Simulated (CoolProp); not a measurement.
Vapour-liquid equilibrium of carbon dioxide (1) + propane (2) at 0.668 MPa; x and y are mole fractions of (1).

The numbers come from the multi-fluid Helmholtz-energy mixture model, Span 1996 and Lemmon 2009; pair parameters Kunz 2012 in CoolProp.

Question: Give the bubble temperature and the first vapour's composition at x = 0.25, 0.35, 0.95. Is there an azeotrope?

Answer: x = 0.25: -34.2 °C, y = 0.813; x = 0.35: -40.6 °C, y = 0.868; x = 0.95: -50.0 °C, y = 0.974. No azeotrope shows between x = 0.05 and 0.95.

Pair parameters are fitted to limited data, so mixtures are less certain than the pure fluids. With so large a gap from Raoult's law the liquid may split in two, which this calculation doesn't test in full.
